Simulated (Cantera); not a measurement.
An isothermal, constant-pressure homogeneous reactor starts with 13.9 % C₃H₈, 86.1 % H₂, at 1800 K and 0.000550 bar.

Cantera simulation using GRI-Mech 3.0 (53 species, 325 reactions); the numbers are that mechanism's predictions, not measurements. GRI-Mech 3.0 was tuned for natural gas; its chemistry of propane as a main component is partial and can be far from experiment. GRI-Mech 3.0 stops at C3 and has no aromatics, soot or wall deposition, so with more carbon than oxygen in the feed, carbon stays in small species such as C2H2 where larger ones or solid carbon would form. Radical loss at walls, strong at low pressure, is not modelled.

x: mole fraction; the columns are a selection and need not sum to one.

| t (s) | x C₃H₈ | x H₂ | x C₂H₆ | x CH₄ | x C₂H₄ | x CH₃ | x CH₂ |
|---|---|---|---|---|---|---|---|
| 3.00e-5 | 0.137 | 0.860 | 9.89e-6 | 2.50e-5 | 5.56e-5 | 0.00168 | (withheld) |
| 9.53e-5 | 0.132 | 0.856 | 9.21e-5 | 0.000246 | 0.000571 | 0.00521 | (withheld) |
| 0.000303 | 0.116 | 0.843 | 0.000690 | 0.00250 | 0.00585 | 0.0178 | (withheld) |
| 0.000962 | 0.0639 | 0.795 | 0.00247 | 0.0255 | 0.0365 | 0.0577 | (withheld) |
| 0.00306 | 0.00136 | 0.726 | 0.000838 | 0.104 | 0.0639 | 0.0614 | (withheld) |
| 0.00972 | 1.11e-7 | 0.750 | 0.000115 | 0.117 | 0.0252 | 0.0268 | (withheld) |
| 0.0309 | 2.80e-8 | 0.769 | 5.77e-5 | 0.108 | 0.00730 | 0.0137 | (withheld) |
| 0.0981 | 7.45e-9 | 0.786 | 2.73e-5 | 0.0918 | 0.00236 | 0.00762 | (withheld) |
| 0.312 | 1.76e-9 | 0.802 | 1.14e-5 | 0.0706 | 0.000996 | 0.00431 | (withheld) |
| 0.990 | 3.88e-10 | 0.820 | 4.28e-6 | 0.0447 | 0.000376 | 0.00256 | (withheld) |
| 3.15 | 4.03e-11 | 0.838 | 9.09e-7 | 0.0185 | 8.28e-5 | 0.00127 | (withheld) |
| 10.0 | <1e-12 | 0.846 | 5.79e-8 | 0.00367 | 9.10e-6 | 0.000409 | (withheld) |

Some entries are withheld; supply them.


- 3.00e-5, x CH₂: 5.47e-9
- 9.53e-5, x CH₂: 1.95e-7
- 0.000303, x CH₂: 6.12e-6
- 0.000962, x CH₂: 7.24e-5
- 0.00306, x CH₂: 0.000123
- 0.00972, x CH₂: 5.50e-5
- 0.0309, x CH₂: 2.65e-5
- 0.0981, x CH₂: 1.39e-5
- 0.312, x CH₂: 7.60e-6
- 0.990, x CH₂: 5.11e-6
- 3.15, x CH₂: 3.67e-6
- 10.0, x CH₂: 2.28e-6
